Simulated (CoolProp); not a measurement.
The numbers come from the reference Helmholtz-energy equation of state, Wagner 2002 in CoolProp.

**Question.** Give the vapour pressure (MPa), vapour density (kg/m³), enthalpy of vaporisation (kJ/kg), liquid conductivity (mW/(m K)) of saturated water at 530.1, 552 K.

**Answer.** 
| T (K) | p (MPa) | vapour density (kg/m³) | enthalpy of vaporisation (kJ/kg) | liquid conductivity (mW/(m K)) |
|---|---|---|---|---|
| 530.1 | 4.46 | 22.5 | 1680 | 609 |
| 552 | 6.31 | 32.5 | 1550 | 583 |

Thermal conductivity comes from a separate model (Huber 2012).
